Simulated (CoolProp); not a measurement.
Vapour-liquid equilibrium of CHF3 (R23) (1) + R22 (2) at 174.7 K; x and y are mole fractions of (1).

Model: multi-fluid Helmholtz-energy mixture model, Penoncello 2003 and Kamei 1995; pair parameters Bell 2016, in CoolProp.

### Question
Give the bubble pressure and the first vapour's composition at x = 0.15, 0.25, 0.75. Is there an azeotrope?

### Answer
x = 0.15: 9.327 kPa, y = 0.786; x = 0.25: 13.41 kPa, y = 0.866; x = 0.75: 28.33 kPa, y = 0.972. No azeotrope shows between x = 0.05 and 0.95.

Pair parameters are fitted to limited data, so mixtures are less certain than the pure fluids.
